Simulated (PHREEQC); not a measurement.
Ca(OH)2 is added in steps, without added water, to 1 kg of water holding 0.01 mol MgSO4, at 25 °C. Oxygen alone is held at its pressure in air (log pO2 = -0.68). No CO2 enters from the air. The run lets Gypsum, Brucite, Portlandite, Epsomite precipitate or redissolve, and no other solid.

Base run: PHREEQC, ion-association model, wateq4f.dat. Each further column changes one thing. The table gives Mg+2 (mol/kgw).

```json
[
 {"Ca(OH)2 added (mol)": "0", "base": "0.00677", "Debye-Hückel limiting law": "0.00744", "database pitzer.dat": "0.01000", "metal-ligand complexes left out": "0.01000"},
 {"Ca(OH)2 added (mol)": "0.000975", "base": "0.00610", "Debye-Hückel limiting law": "0.00671", "database pitzer.dat": "0.00904", "metal-ligand complexes left out": "…"},
 {"Ca(OH)2 added (mol)": "0.002275", "base": "0.00522", "Debye-Hückel limiting law": "0.00575", "database pitzer.dat": "0.00774", "metal-ligand complexes left out": "0.00772"},
 {"Ca(OH)2 added (mol)": "0.00325", "base": "0.00456", "Debye-Hückel limiting law": "0.00502", "database pitzer.dat": "0.00677", "metal-ligand complexes left out": "0.00674"},
 {"Ca(OH)2 added (mol)": "0.004225", "base": "0.00390", "Debye-Hückel limiting law": "0.00430", "database pitzer.dat": "0.00580", "metal-ligand complexes left out": "0.00577"},
 {"Ca(OH)2 added (mol)": "0.005525", "base": "0.00303", "Debye-Hückel limiting law": "0.00334", "database pitzer.dat": "…", "metal-ligand complexes left out": "0.00448"},
 {"Ca(OH)2 added (mol)": "0.0065", "base": "0.00237", "Debye-Hückel limiting law": "…", "database pitzer.dat": "…", "metal-ligand complexes left out": "0.00352"},
 {"Ca(OH)2 added (mol)": "0.007475", "base": "0.00172", "Debye-Hückel limiting law": "0.00191", "database pitzer.dat": "…", "metal-ligand complexes left out": "0.00255"},
 {"Ca(OH)2 added (mol)": "0.008775", "base": "0.000867", "Debye-Hückel limiting law": "0.000963", "database pitzer.dat": "0.00131", "metal-ligand complexes left out": "0.00128"},
 {"Ca(OH)2 added (mol)": "0.00975", "base": "0.000257", "Debye-Hückel limiting law": "0.000294", "database pitzer.dat": "0.000415", "metal-ligand complexes left out": "0.000368"},
 {"Ca(OH)2 added (mol)": "0.01073", "base": "9.27e-6", "Debye-Hückel limiting law": "1.26e-5", "database pitzer.dat": "2.17e-5", "metal-ligand complexes left out": "…"},
 {"Ca(OH)2 added (mol)": "0.01202", "base": "1.29e-6", "Debye-Hückel limiting law": "1.82e-6", "database pitzer.dat": "3.08e-6", "metal-ligand complexes left out": "1.50e-6"},
 {"Ca(OH)2 added (mol)": "0.013", "base": "6.10e-7", "Debye-Hückel limiting law": "8.73e-7", "database pitzer.dat": "1.45e-6", "metal-ligand complexes left out": "…"}
]
```

Some entries are withheld; supply them.


- 0.000975, metal-ligand complexes left out: 0.00901
- 0.005525, database pitzer.dat: 0.00451
- 0.0065, Debye-Hückel limiting law: 0.00262
- 0.0065, database pitzer.dat: 0.00354
- 0.007475, database pitzer.dat: 0.00258
- 0.01073, metal-ligand complexes left out: 1.10e-5
- 0.013, metal-ligand complexes left out: 7.00e-7

 pitzer.dat has no redox and few complexes: it carries them in its interaction parameters. Solids allowed in the column 'database pitzer.dat': Brucite, Epsomite, Gypsum, Anhydrite, Hexahydrite, Kieserite, Portlandite.
